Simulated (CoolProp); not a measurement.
Vapour-liquid equilibrium of carbon dioxide (1) + dimethyl ether (2) at -46.75 °C; x and y are mole fractions of (1).

Computed with CoolProp (multi-fluid Helmholtz-energy mixture model, Span 1996 and Wu 2011; pair parameters Bell 2016).

Problem. Give the bubble pressure and the first vapour's composition at x = 0.2, 0.8, 0.95. Is there an azeotrope?

Solution. x = 0.2: 1.384 bar, y = 0.793; x = 0.8: 6.036 bar, y = 0.989; x = 0.95: 7.343 bar, y = 0.998. No azeotrope shows between x = 0.05 and 0.95.

The pair parameters rest on a limited set of measurements; away from them the model extrapolates.
